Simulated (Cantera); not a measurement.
A freely propagating, adiabatic, planar premixed flame of H₂ : O₂ : N₂ = 1 : 0.455 : 1.71 (molar parts), unburnt at 373 K and 420000 Pa; mixture-averaged transport, grid criteria slope 0.08 and curve 0.16, no radiation.

Computed with Cantera and the H2/O2 subset of GRI-Mech 3.0, which has no nitrogen chemistry. The hydrogen kinetics of GRI-Mech 3.0 are dated; newer H2 mechanisms differ, most at raised pressure. Burning velocities carry a grid error of a few per cent, more on coarse grids.

### Question
What does this change do: N2 1.71 to 2.1 parts?

### Answer
```
quantity                     before      after
------------------------  ---------  ---------
laminar burning velocity   337 cm/s   244 cm/s
thermal thickness         0.0615 mm  0.0668 mm
peak x(H₂O₂)               0.000143   0.000134
peak x(O)                   0.00652    0.00446
peak x(OH)                   0.0145     0.0101
peak x(HO₂)                 0.00107   0.000903
```
